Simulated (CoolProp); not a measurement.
Properties of sulfur hexafluoride at several states.

Computed with CoolProp (reference Helmholtz-energy equation of state, Guder 2009).

| T (K) | p (MPa) | phase | density (kg/m³) | isothermal compressibility (1/MPa) | expansivity (1/kK) | viscosity (µPa s) |
|---|---|---|---|---|---|---|
| 548.7 | 3.63 | gas | 120.1 | 0.2831 | 2.205 | 27.1 |
| 597.3 | 3.12 | gas | 93.20 | 0.3244 | 1.895 | 28.5 |
| 569.4 | 0.175 | gas | 5.407 | 5.722 | 1.772 | 26.5 |
| 250.6 | 6.18 | liquid | 1745 | 0.003898 | 2.917 | 302 |
| 352.3 | 3.69 | gas | 254.9 | 0.3979 | 8.294 | 21.3 |
| 343.8 | 0.184 | gas | 9.524 | 5.506 | 3.038 | 17.3 |

Viscosity comes from a separate model (Quiñones-Cisneros 2012).
